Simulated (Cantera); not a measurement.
Cantera run:

```python
import numpy as np
import cantera as ct

gas_names = """
    C CO CO2 C2 C2O C3 C3O2 C4 C5 Mg MgO Mg2 O O2 O3
""".split()
cond_names = """
    C(gr) Mg(cr) Mg(L) MgCO3(s) MgO(s) MgO(L)
""".split()


# ... load() reads the species with a 1 bar reference pressure and builds the phases ...
atoms = {
    'MgO': {'Mg': 1, 'O': 1},
    'C': {'C': 1},
    'CO': {'C': 1, 'O': 1},
}
top_T = {'C(gr)': 4500}  # K; cautious upper limits of use, not melting points


# ... equilibrate(T, P, feed) seeds the gas with the atoms and calls Mixture.equilibrate('TP', solver="vcs", rtol=1e-11, max_steps=5000) ...
results = []
feed = {'MgO': 1, 'C': 0.67, 'CO': 0.07}  # mol
T = 900  # K
P = 20  # Pa
mix = equilibrate(T, P, feed)
results.append((T, P, feed, dict(zip(mix.species_names, mix.species_moles))))
print(gas.report(threshold=0.0001))
for i in range(1, mix.n_phases):
    print(f"{mix.phase(i).name:16s} {mix.phase_moles(i):12.5e} mol")
```

It prints:

```
       temperature   900 K
          pressure   20 Pa
           density   7.4911e-05 kg/m^3
  mean mol. weight   28.028 kg/kmol
   phase of matter   gas

                          1 kg             1 kmol
                     ---------------   ---------------
          enthalpy       -3.2979e+06       -9.2434e+07  J
   internal energy       -3.5649e+06       -9.9917e+07  J
           entropy             10775          3.02e+05  J/K
    Gibbs function       -1.2996e+07       -3.6424e+08  J
 heat capacity c_p            1164.2             32629  J/K
 heat capacity c_v            867.52             24315  J/K

                      mass frac. Y      mole frac. X     chem. pot. / RT
                     ---------------   ---------------   ---------------
                CO           0.99825           0.99889           -48.622
               CO2         0.0017496         0.0011142           -95.865
     [  +13 minor]        3.6571e-14        4.2166e-14

C(gr)             6.70078e-01 mol
Mg(cr)            0.00000e+00 mol
MgCO3(s)          0.00000e+00 mol
MgO(s)            1.00000e+00 mol
```

Equilibrium computed with Cantera from the NASA thermochemical tables; the gas is ideal and each condensed phase is pure.
